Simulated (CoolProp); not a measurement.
Values from CoolProp's reference Helmholtz-energy equation of state, Eisenbach 2021.

For propylene glycol, give the phase and the density (kg/m³), cp (kJ/(kg K)), speed of sound (m/s), expansivity (1/kK) at 346.85 °C and 36.5 bar; 346.85 °C and 63.8 bar; 346.85 °C and 82 bar.


- 346.85 °C and 36.5 bar: liquid; density 670, cp 4.72, speed of sound 490, expansivity 3.72
- 346.85 °C and 63.8 bar: liquid; density 685, cp 4.54, speed of sound 535, expansivity 3.16
- 346.85 °C and 82 bar: liquid; density 693, cp 4.46, speed of sound 561, expansivity 2.90
